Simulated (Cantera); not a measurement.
An adiabatic, constant-volume homogeneous reactor starts with CO : H₂ : CH₄ : O₂ : N₂ = 1 : 0.066 : 0.23 : 0.621 : 5.09 (molar parts), at 1748 K and 760 Torr.

Detailed kinetics in Cantera: GRI-Mech 3.0 (53 species, 325 reactions).

One state of this run: T (K) = 2760; P (bar) = 1.59; x CO = 0.109; x H₂ = 0.0131; x CH₄ = <1e-12; x CO₂ = 0.0676; x NO = 0.00463. x: mole fraction; the columns are a selection and need not sum to one.

**Question.** Which value of t (s) does it belong to?
A. 0.000171
B. 7.82e-6
C. 2.19e-5
D. 1.79

**Answer.** D, 1.79
